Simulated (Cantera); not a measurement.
A perfectly stirred reactor is fed with 0.285 % H2, 20.4 % O2, 79.4 % N2, equivalence ratio 0.0070, at 0.0263 atm; it is held at 1400 K, and followed from long to short residence time.

Cantera simulation using GRI-Mech 3.0 (53 species, 325 reactions); the numbers are that mechanism's predictions, not measurements. Radical loss at walls, strong at low pressure, is not modelled.

x: mole fraction; the columns are a selection and need not sum to one.

```
τ (s)       x H2   x O2     x NO2      x OH    x N2O         x H
------  --------  -----  --------  --------  -------  ----------
0.45     1.90e-5  0.202  2.25e-11  0.000282  4.42e-8  (withheld)
0.25     2.65e-5  0.201  1.43e-11  0.000314  4.05e-8  (withheld)
0.14     3.76e-5  0.201  8.67e-12  0.000345  3.62e-8  (withheld)
0.078    5.52e-5  0.201  4.96e-12  0.000376  3.08e-8  (withheld)
0.043    8.51e-5  0.201  2.64e-12  0.000410  2.44e-8  (withheld)
0.024   0.000135  0.201  1.35e-12  0.000450  1.78e-8  (withheld)
0.013   0.000223  0.201    <1e-12  0.000500  1.15e-8    0.000132
0.0075  0.000355  0.201    <1e-12  0.000550  7.10e-9    0.000142
0.0042  0.000578  0.201    <1e-12  0.000595  3.86e-9    0.000146
```

Fill in the missing entries.


- 0.45, x H: 4.30e-5
- 0.25, x H: 5.87e-5
- 0.14, x H: 7.48e-5
- 0.078, x H: 9.04e-5
- 0.043, x H: 0.000105
- 0.024, x H: 0.000119
